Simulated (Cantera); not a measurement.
A closed system holds: 1 mol Fe₃O₄, 4.6 mol CO, 3.4 mol N₂, held at 1975 K and 99.0 Pa.

Method: chemical equilibrium by Gibbs-energy minimisation in Cantera with the NASA 1993 tables (ideal gas, pure condensed phases). Candidate condensed phases: C, Fe, Fe(CO)₅, FeO, Fe₂O₃, Fe₃O₄; 27 gas species. The tables' stoichiometric FeO is somewhat more stable than real wüstite, so its field is too wide. FeO: taken at fixed stoichiometry. Rates play no part.

Base state: N₂ 0.398, CO 0.363, CO₂ 0.176, Fe 0.0596, FeO 0.00243, O 0.000288, O₂ 0.000271, NO 0.000182 (mole fractions); condensed: FeO(l).

Task: What changes in the equilibrium state with this change: Fe₃O₄ replaced by CuO?

Result: 
```json
[
 {"species": "CO", "before": "0.363", "after": "0.400"},
 {"species": "N₂", "before": "0.398", "after": "0.378"},
 {"species": "Cu", "before": "0", "after": "0.111"},
 {"species": "CO₂", "before": "0.176", "after": "0.111"},
 {"species": "Fe", "before": "0.0596", "after": "0"},
 {"species": "FeO", "before": "0.00243", "after": "0"},
 {"species": "Cu₂", "before": "0", "after": "1.36e-5"},
 {"species": "O₂", "before": "0.000271", "after": "8.84e-5"},
 {"species": "NO", "before": "0.000182", "after": "0.000101"},
 {"species": "O", "before": "0.000288", "after": "0.000165"},
 {"species": "FeO(l), mol", "before": "2.47", "after": "0"}
]
```
Further candidate phases: Cu, CuO, Cu₂O.

Task: What changes in the equilibrium state with this change: pressure from 99.0 Pa to 67.0 Pa?

Result: 
```csv
species,before,after
N₂,0.398,0.390
CO,0.363,0.339
CO₂,0.176,0.189
Fe,0.0596,0.0763
O₂,0.000271,0.000534
O,0.000288,0.000492
FeO,0.00243,0.00359
"FeO(l), mol",2.47,2.30
```
